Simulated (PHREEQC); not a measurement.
Make-up at 25 °C: 0.21 mol H2SO4, 0.037 mol Na2SO4 and 0.0006 mol H4SiO4 per kg of water. Closed to the air; pH follows from the charge balance.

The numbers come from PHREEQC with the Pitzer model, pitzer.dat.

**Question.** The ionic strength comes out as 0.376 mol/kgw. What activity coefficients do HSO4-, Na+, H+, SO4-2 get?

**Answer.** HSO4- 0.72, Na+ 0.74, H+ 0.75, SO4-2 0.12. Single-ion values are on the MacInnes scale.

No solid was allowed to form. Complexes and solids missing from the database can't appear.
